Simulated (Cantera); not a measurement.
A perfectly stirred reactor is fed with C2H6 : H2 = 1 : 13 (molar parts), at 0.133 bar; it is held at 1898 K, and followed from long to short residence time.

Model: GRI-Mech 3.0 (53 species, 325 reactions), integrated in Cantera. GRI-Mech 3.0 stops at C3 and has no aromatics, soot or wall deposition, so with more carbon than oxygen in the feed, carbon stays in small species such as C2H2 where larger ones or solid carbon would form.

| quantity | before | after |
|---|---|---|
| x(C2H6) at τ = 1.20 s | 9.32e-7 | 3.76e-7 |
| x(H2) at τ = 1.20 s | 0.932 | 0.932 |
| x(C2H4) at τ = 1.20 s | 9.74e-5 | 5.33e-5 |
| x(C2H) at τ = 1.20 s | 1.76e-6 | 5.29e-6 |
| x(CH3) at τ = 1.20 s | 0.000236 | 0.000240 |
| x(C2H6) at τ = 15.0 ms | 6.17e-5 | 2.86e-5 |
| x(H2) at τ = 15.0 ms | 0.917 | 0.921 |
| x(C2H4) at τ = 15.0 ms | 0.000409 | 0.000205 |
| x(C2H) at τ = 15.0 ms | 1.73e-6 | 4.76e-6 |
| x(CH3) at τ = 15.0 ms | 0.00175 | 0.00195 |

**Question.** What was changed between the two runs?
A. pressure from 0.133 bar to 0.00160 bar
B. pressure from 0.133 bar to 0.00120 bar
C. temperature 1898 to 1600 K
D. temperature 1898 to 2000 K

**Answer.** D, temperature 1898 to 2000 K
